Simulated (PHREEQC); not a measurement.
Make-up at 25 °C: 0.29 mol/kgw CdCl2, 0.15 mol/kgw CaCl2, 3.7e-05 mol/kgw NaH2PO4 and 0.00018 mol/kgw Na2SO4. Closed to the air; pH follows from the charge balance.

All values are PHREEQC results (ion-association model, wateq4f.dat), not measurements.

| quantity | before | after |
|---|---|---|
| pH | 5.19 | 5.08 |
| ionic strength (mol/kgw) | 0.632 | 0.623 |
| CdCl+ (mol/kgw) | 0.143 | 0.134 |
| CdCl3- (mol/kgw) | 0.0286 | 0.0415 |
| Cd+2 (mol/kgw) | 0.0132 | 0.0129 |
| H2PO4- (mol/kgw) | 1.75e-5 | 1.32e-5 |
| SI of CdOHCl (CdOHCl) | -1.29 | -0.91 |
| SI of Gypsum (CaSO4:2H2O) | -1.71 | -1.74 |

Question: Which change was made?
(A) NaH2PO4 from 3.7e-05 to 3.7e-06 mol/kgw
(B) NaH2PO4 from 3.7e-05 to 4.07e-05 mol/kgw
(C) temperature from 25 to 60 °C
(D) CaCl2 from 0.15 to 0.135 mol/kgw
(E) 0.3 mol/kgw CdI2 added

Answer: C, temperature from 25 to 60 °C

This is a speciation only: nothing precipitates in the calculation. H3PO4, which wateq4f.dat lacks, is added to it with the constant of phreeqc.dat. At this temperature some constants are extrapolated from 25 °C, and those without enthalpy data are left unchanged. The database has no phosphate complexes of Cd.
